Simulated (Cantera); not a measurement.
Fe2O3 + C + N2 (carbothermic reduction)

Charge: 1 mol Fe2O3, 0.78 mol C, 7.8 mol N2.

These are equilibrium values from Cantera (NASA tables, ideal gas, pure condensed phases), not measurements of a reactor. Candidate condensed phases: C, Fe, Fe(CO)5, FeO, Fe2O3, Fe3O4; 27 gas species. The tables' stoichiometric FeO is somewhat more stable than real wüstite, so its field is too wide. FeO: taken at fixed stoichiometry. Rates play no part.

Stable condensed phases:

```
T in °C \ P in Pa
              10      42     180     750    3200   13000   56000  240000 1000000
   2325        A       A       A       A       A       B       B       B       B
   2275        A       A       A       A       B       B       B       B       B
   2225        A       A       A       A       B       B       B       B       B
   2175        A       A       A       A       B       B       B       B       B
   2125        A       A       A       A       B       B       B       B       B
   2075        A       A       A       B       B       B       B       B       B
   2025        A       A       A       B       B       B       B       B       B
   1975        A       A       A       B       B       B       B       B       B
   1925        A       A       B       B       B       B       B       B       B
   1875        A       A       B       B       B       B       B       B       B
   1825        A       A       B       B       B       B       B       B       B
   1775        A       B       B       B       B       B       B       B       B
   1725        A       B       B       B       B       B       B       B       B
```

A: gas only; B: FeO.
